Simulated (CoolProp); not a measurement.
Vapour-liquid equilibrium of propylene (1) + 1-butene (2) at 2.71 bar; x and y are mole fractions of (1).

Values from CoolProp's multi-fluid Helmholtz-energy mixture model, Lemmon 2013 and Lemmon 2005; pair parameters Bell 2016.

| x | bubble temperature, mixture model (K) | bubble temperature, Raoult's law (K) | y, mixture model | y, Raoult's law |
|---|---|---|---|---|
| 0.05 | 291.0 | 290.6 | 0.157 | 0.176 |
| 0.2 | 280.4 | 279.6 | 0.488 | 0.520 |
| 0.35 | 272.0 | 271.2 | 0.686 | 0.712 |
| 0.5 | 265.2 | 264.6 | 0.810 | 0.829 |
| 0.65 | 259.7 | 259.3 | 0.892 | 0.904 |
| 0.8 | 255.0 | 254.8 | 0.949 | 0.954 |
| 0.95 | 251.0 | 250.9 | 0.989 | 0.990 |

The largest gap from Raoult's law is +0.8 K in bubble temperature, at x = 0.2. No azeotrope shows between x = 0.05 and 0.95.

Pair parameters are fitted to limited data, so mixtures are less certain than the pure fluids.
